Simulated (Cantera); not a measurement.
A closed system holds: 1 mol MgO, 7.7 mol C, 4.2 mol H₂, 0.9 mol CH₄, at 0.100 bar.

These are equilibrium values from Cantera (NASA tables, ideal gas, pure condensed phases), not measurements of a reactor. Candidate condensed phases: C, C₆H₆, C₇H₈, C₈H₁₈, H₂O, Mg, MgCO₃, MgO, Mg(OH)₂; 116 gas species. Rates play no part. All values below are at 952 °C.

Base state: H₂ 0.999, CH₄ 0.00131, CO 2.83e-5, Mg 2.83e-5 (mole fractions); condensed: C(graphite) + MgO(s).

Question: What changes in the equilibrium state with this change: MgO replaced by PbO?

Answer: 
| species | before | after |
|---|---|---|
| H₂ | 0.999 | 0.848 |
| CO | 2.83e-5 | 0.141 |
| Pb | 0 | 0.00935 |
| Mg | 2.83e-5 | 0 |
| CO₂ | <1e-9 | 2.68e-5 |
| H₂O | 5.55e-8 | 0.000236 |
| CH₄ | 0.00131 | 0.000944 |
| C(graphite), mol | 8.59 | 7.60 |
| MgO(s), mol | 1.000 | 0 |
| Pb(l), mol | 0 | 0.934 |
Further candidate phases: Pb, PbO, PbO₂, Pb₃O₄.
